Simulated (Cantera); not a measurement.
An isothermal plug-flow reactor at 898 K and 0.306 atm (inlet), inlet velocity 0.71 m/s, active area per volume 2300 1/m; feed CH₄ : O₂ : N₂ = 0.0044 : 0.088 : 0.79 (molar parts).

Detailed kinetics in Cantera: Deutschmann's 1995 Pt surface mechanism with GRI-Mech 3.0 gas chemistry. Catalytic surfaces can have several steady states; this one follows from the mechanism file's or the stated starting coverage. Mass transfer to the wall is taken as infinitely fast.

Task: Predict: x(CH₄) at z = 0.012 m; x(O₂) at z = 0.012 m; x(H₂O) at z = 0.012 m; x(CO₂) at z = 0.012 m; x(CO) at z = 0.012 m; θ(free Pt) at the exit; θ(O*) at the exit; θ(OH*) at the exit.

Result: 
```json
{
  "x(CH₄) at z = 0.012 m": "0.00139",
  "x(O₂) at z = 0.012 m": "0.0925",
  "x(H₂O) at z = 0.012 m": "0.00720",
  "x(CO₂) at z = 0.012 m": "0.00360",
  "x(CO) at z = 0.012 m": "4.55e-7",
  "θ(free Pt) at the exit": "0.147",
  "θ(O*) at the exit": "0.852",
  "θ(OH*) at the exit": "0.00112"
}
```
